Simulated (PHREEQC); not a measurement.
0.06 g of hydrous ferric oxide (600 m²/g; 0.2 weak and 0.005 strong sites per Fe, Dzombak-Morel constants, diffuse double layer) in 1 kg of water with 0.001 mol/kgw of an inert sodium salt and 8.9e-07 mol NaF, 2.1e-07 mol H3BO3 and 2.4e-06 mol ZnSO4, at 25 °C; the pH is set by adding NaOH or the inert anion's acid. O2 is buffered at 0.21 atm. The system is closed to CO2. No solid was allowed to form.

Model: ion-association model, wateq4f.dat, run in PHREEQC.

```json
[
 {"pH": "3", "F sorbed (%)": "92.6", "B sorbed (%)": "0.0", "S sorbed (%)": "100.0", "Zn sorbed (%)": "0.0", "surface charge σ (C/m²)": "0.243", "surface potential ψ (mV)": "231"},
 {"pH": "3.5", "F sorbed (%)": "94.3", "B sorbed (%)": "0.0", "S sorbed (%)": "100.0", "Zn sorbed (%)": "0.0", "surface charge σ (C/m²)": "0.167", "surface potential ψ (mV)": "223"},
 {"pH": "4", "F sorbed (%)": "92.3", "B sorbed (%)": "0.0", "S sorbed (%)": "100.0", "Zn sorbed (%)": "0.0", "surface charge σ (C/m²)": "0.112", "surface potential ψ (mV)": "208"},
 {"pH": "4.5", "F sorbed (%)": "86.3", "B sorbed (%)": "0.0", "S sorbed (%)": "99.9", "Zn sorbed (%)": "0.0", "surface charge σ (C/m²)": "0.074", "surface potential ψ (mV)": "188"},
 {"pH": "5", "F sorbed (%)": "73.3", "B sorbed (%)": "0.0", "S sorbed (%)": "99.6", "Zn sorbed (%)": "0.3", "surface charge σ (C/m²)": "0.047", "surface potential ψ (mV)": "166"},
 {"pH": "5.5", "F sorbed (%)": "52.1", "B sorbed (%)": "0.0", "S sorbed (%)": "97.3", "Zn sorbed (%)": "2.7", "surface charge σ (C/m²)": "0.029", "surface potential ψ (mV)": "142"},
 {"pH": "6", "F sorbed (%)": "28.9", "B sorbed (%)": "0.0", "S sorbed (%)": "83.7", "Zn sorbed (%)": "17.7", "surface charge σ (C/m²)": "0.018", "surface potential ψ (mV)": "116"},
 {"pH": "6.5", "F sorbed (%)": "13.3", "B sorbed (%)": "0.0", "S sorbed (%)": "42.2", "Zn sorbed (%)": "56.6", "surface charge σ (C/m²)": "0.011", "surface potential ψ (mV)": "91"},
 {"pH": "7", "F sorbed (%)": "5.2", "B sorbed (%)": "0.0", "S sorbed (%)": "8.7", "Zn sorbed (%)": "88.9", "surface charge σ (C/m²)": "0.006", "surface potential ψ (mV)": "65"},
 {"pH": "7.5", "F sorbed (%)": "1.8", "B sorbed (%)": "0.0", "S sorbed (%)": "1.0", "Zn sorbed (%)": "98.5", "surface charge σ (C/m²)": "0.003", "surface potential ψ (mV)": "37"},
 {"pH": "8", "F sorbed (%)": "0.6", "B sorbed (%)": "0.0", "S sorbed (%)": "0.1", "Zn sorbed (%)": "99.8", "surface charge σ (C/m²)": "0.001", "surface potential ψ (mV)": "8"},
 {"pH": "8.5", "F sorbed (%)": "0.2", "B sorbed (%)": "0.0", "S sorbed (%)": "0.0", "Zn sorbed (%)": "100.0", "surface charge σ (C/m²)": "-0.002", "surface potential ψ (mV)": "-21"},
 {"pH": "9", "F sorbed (%)": "0.1", "B sorbed (%)": "0.0", "S sorbed (%)": "0.0", "Zn sorbed (%)": "100.0", "surface charge σ (C/m²)": "-0.004", "surface potential ψ (mV)": "-49"}
]
```

Species that the database lacks are ignored. Real BF4- forms and hydrolyses slowly; the run takes it at equilibrium. The oxide is taken as insoluble; below pH 4 it would dissolve.
